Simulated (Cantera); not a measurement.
An isothermal, constant-pressure homogeneous reactor starts with CH₄ : H₂O = 1 : 1.3 (molar parts), at 2075 K and 1.00 bar. Integrator tolerance rtol = 1e-08.

Model: GRI-Mech 3.0 (53 species, 325 reactions), integrated in Cantera.

What does this change do: temperature 2075 to 1398 K?


| quantity | before | after |
|---|---|---|
| x(CH₄) at 10.0 s | 3.06e-8 (gas-phase equilibrium 3.63e-8) | 0.147 (gas-phase equilibrium 2.09e-5) |
| x(H₂O) at 10.0 s | 0.0653 (gas-phase equilibrium 0.0653) | 0.419 (gas-phase equilibrium 0.0609) |
| x(CO) at 10.0 s | 0.228 (gas-phase equilibrium 0.228) | 0.0170 (gas-phase equilibrium 0.224) |
| x(O) at 10.0 s | 5.48e-8 (gas-phase equilibrium 5.48e-8) | <1e-12 (gas-phase equilibrium <1e-12) |
| x(C₂H₆) at 10.0 s | <1e-12 (gas-phase equilibrium <1e-12) | 0.000130 (gas-phase equilibrium 1.36e-12) |
| x(HO₂) at 10.0 s | 3.16e-12 (gas-phase equilibrium 3.16e-12) | <1e-12 (gas-phase equilibrium <1e-12) |

What does this change do: temperature 2075 to 1400 K?


```csv
quantity,before,after
x(CH₄) at 10.0 s,3.06e-8 (gas-phase equilibrium 3.63e-8),0.145 (gas-phase equilibrium 2.03e-5)
x(H₂O) at 10.0 s,0.0653 (gas-phase equilibrium 0.0653),0.416 (gas-phase equilibrium 0.0609)
x(CO) at 10.0 s,0.228 (gas-phase equilibrium 0.228),0.0179 (gas-phase equilibrium 0.224)
x(O) at 10.0 s,5.48e-8 (gas-phase equilibrium 5.48e-8),<1e-12 (gas-phase equilibrium <1e-12)
x(C₂H₆) at 10.0 s,<1e-12 (gas-phase equilibrium <1e-12),0.000128 (gas-phase equilibrium 1.30e-12)
x(HO₂) at 10.0 s,3.16e-12 (gas-phase equilibrium 3.16e-12),<1e-12 (gas-phase equilibrium <1e-12)
```
